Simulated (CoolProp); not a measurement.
n-butane at several states: fugacity coefficient from the reference equation and from simpler models built on Tc = 152.0 °C, pc = 3796 kPa, ω = 0.201; each cubic takes its own stable root.

Values from CoolProp's reference Helmholtz-energy equation of state, Bücker 2006.

| T (°C) | p (kPa) | phase | reference |
|---|---|---|---|
| 35.55 | 1340 | liquid | 0.2371 |
| 43.85 | 829 | liquid | 0.4650 |
| 40.15 | 3200 | liquid | 0.1206 |
| -63.75 | 33.1 | liquid | 0.1169 |
| 98.55 | 461 | gas | 0.9364 |

**Question.** How far does each simpler model (van der Waals, Redlich-Kwong, Soave-Redlich-Kwong, Peng-Robinson) lie from the reference over these 5 states: mean and median of the absolute difference, and the worst?

**Answer.** 
- van der Waals: mean 226.3 %, median 147.3 %, worst +744.4 % at -63.75 °C and 33.1 kPa
- Redlich-Kwong: mean 34.6 %, median 32.0 %, worst +79.0 % at -63.75 °C and 33.1 kPa
- Soave-Redlich-Kwong: mean 1.9 %, median 1.5 %, worst -4.1 % at -63.75 °C and 33.1 kPa
- Peng-Robinson: mean 0.9 %, median 0.4 %, worst +3.6 % at -63.75 °C and 33.1 kPa

At some of these states van der Waals gives the other phase, because its saturation line lies elsewhere.
